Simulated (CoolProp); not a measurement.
R245fa along the isobar 0.655 MPa: density (kg/m³) from the reference equation and from simpler models built on Tc = 153.9 °C, pc = 3.651 MPa, ω = 0.378; each cubic takes its own stable root.

Computed with CoolProp (reference Helmholtz-energy equation of state, Akasaka 2015).

```csv
T (°C),phase,reference
94.05,gas,32.57
98.85,gas,31.91
103.75,gas,31.29
108.55,gas,30.70
113.45,gas,30.14
118.25,gas,29.62
123.15,gas,29.11
128.05,gas,28.62
132.85,gas,28.17
137.75,gas,27.72
142.55,gas,27.30
147.45,gas,26.89
152.25,gas,26.50
157.15,gas,26.12
161.95,gas,25.76
166.85,gas,25.41
```

Q: How far does each simpler model (ideal gas, Redlich-Kwong, Soave-Redlich-Kwong, Peng-Robinson) lie from the reference over these 16 states: mean and median of the absolute difference, and the worst?

A: 
- ideal gas: mean 8.1 %, median 7.9 %, worst -11.7 % at 94.05 °C and 0.655 MPa
- Redlich-Kwong: mean 0.6 %, median 0.3 %, worst -1.7 % at 94.05 °C and 0.655 MPa
- Soave-Redlich-Kwong: mean 0.2 %, median 0.1 %, worst -0.6 % at 94.05 °C and 0.655 MPa
- Peng-Robinson: mean 0.7 %, median 0.8 %, worst +0.9 % at 152.25 °C and 0.655 MPa
